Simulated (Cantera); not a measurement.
A closed system holds: 1 mol SiH₄, 0.24 mol Cl₂, 14 mol H₂, equilibrated at 1275 K and 160 Pa.

Cantera equilibrium calculation (NASA polynomials, part measured and part estimated; ideal gas, pure solids and liquids). Candidate condensed phases: Si; 19 gas species. The tables' values for SiCl₃ are old estimates; treat these amounts as uncertain. Rates play no part.

### Question
What is the equilibrium state?

### Answer
```json
{
  "x(H₂)": "0.972",
  "x(HCl)": "0.0259",
  "x(SiCl₂)": "0.00179",
  "x(SiCl₃)": "2.60e-5",
  "x(H)": "1.82e-5",
  "x(SiHCl₃)": "3.72e-6",
  "x(SiCl₄)": "2.45e-6",
  "n(Si(s))": "0.970 mol",
  "gas_amount": "16.24 mol"
}
```
